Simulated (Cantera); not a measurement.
Charge: 1 mol NH₃, 0.098 mol SO₂, equilibrated at 3225 K and 0.0100 bar.

These are equilibrium values from Cantera (NASA tables, ideal gas, pure condensed phases), not measurements of a reactor. Candidate condensed phases: H₂O, H₂SO₄, S; 35 gas species. Rates play no part.

Base state: H 0.721, N₂ 0.140, H₂ 0.0576, O 0.0445, S 0.0253, OH 0.00595, SO 0.00171, H₂O 0.00122 (mole fractions); condensed: gas only.

### Question
What changes in the equilibrium state with this change: NH₃ replaced by CO₂?

### Answer
```csv
species,before,after
CO,0,0.455
O,0.0445,0.449
O₂,0.000367,0.0375
H,0.721,0
N₂,0.140,0
H₂,0.0576,0
CO₂,0,0.0124
SO,0.00171,0.0176
S,0.0253,0.0258
OH,0.00595,0
H₂O,0.00122,0
NO,0.00109,0
SH,0.000496,0
```
Further candidate phases: C.
